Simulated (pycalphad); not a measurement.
Source of the numbers: pycalphad with the COST 507 light-alloy database (1999); pressure 1 atm. These are 1990s assessments: newer ones move some temperatures and phases. Phase fractions are per mole of atoms.

Problem. Give the equilibrium state of Mg-0.06834Si-14.28Al (wt.%) at 725 K.

Solution. HCP_A3, fraction 0.853, with <0.01 Si, 11.3 Al wt.%; LIQUID, fraction 0.146, with 0.16 Si, 31.2 Al wt.%; MG2SI, fraction 0.001, with 36.6 Si, no Al wt.%.

Problem. Give the equilibrium state of Mg-0.06834Si-14.28Al (wt.%) at 525 K.

Solution. HCP_A3, fraction 0.758, with <0.01 Si, 4.6 Al wt.%; ALMG_GAMMA, fraction 0.240, with no Si, 43.7 Al wt.%; MG2SI, fraction 0.002, with 36.6 Si, no Al wt.%.

Database names, with the compositions (at.%) that they take in these runs: MG2SI: Mg 67 Si 33; ALMG_GAMMA: Mg 59 Al 40. HCP_A3 is hcp. An entry "none" or "no" means that the model of the phase leaves that element out.
